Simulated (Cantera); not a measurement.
A perfectly stirred reactor is fed with NH3 : H2 = 1 : 13 (molar parts), at 101000 Pa; it is held at 2250 K, and followed from long to short residence time.

Detailed kinetics in Cantera: the gas-phase N/H chemistry of the illustrative SiF4/NH3 mechanism in the Surface Chemkin manual (1991). Walls and surfaces, which speed up NH3 decomposition in real reactors, are not modelled.

Task: What does this change do: pressure from 101000 Pa to 8800 Pa?

Result: 
```csv
quantity,before,after
x(NH3) at τ = 0.430 s,0.00135,0.00172
x(H2) at τ = 0.430 s,0.959,0.954
x(N2) at τ = 0.430 s,0.0326,0.0323
x(N) at τ = 0.430 s,2.04e-6,1.40e-5
x(H) at τ = 0.430 s,0.00705,0.0123
x(NH3) at τ = 63.0 ms,0.00448,0.0260
x(H2) at τ = 63.0 ms,0.958,0.949
x(N2) at τ = 63.0 ms,0.0311,0.0209
x(N) at τ = 63.0 ms,4.21e-6,6.21e-6
x(H) at τ = 63.0 ms,0.00602,0.00380
```
